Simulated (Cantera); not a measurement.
Feed: 1 mol CO, 0.042 mol H2O, equilibrated at 2102 °C and 21000 Torr.

These are equilibrium values from Cantera (NASA tables, ideal gas, pure condensed phases), not measurements of a reactor. Candidate condensed phases: C, C6H6, C7H8, C8H18, H2O; 110 gas species. Kinetics and transport are ignored.

Base state: CO 0.926, CO2 0.0333, H2 0.0331, H2O 0.00695, H 0.000485, OH 1.81e-5 (mole fractions); condensed: gas only.

### Question
What changes in the equilibrium state with this change: H2O from 0.042 to 1.8 mol?

### Answer
```json
[
 {"species": "H2O", "before": "0.00695", "after": "0.504"},
 {"species": "CO", "before": "0.926", "after": "0.219"},
 {"species": "CO2", "before": "0.0333", "after": "0.138"},
 {"species": "H2", "before": "0.0331", "after": "0.138"},
 {"species": "OH", "before": "1.81e-5", "after": "0.000645"},
 {"species": "H", "before": "0.000485", "after": "0.000988"}
]
```
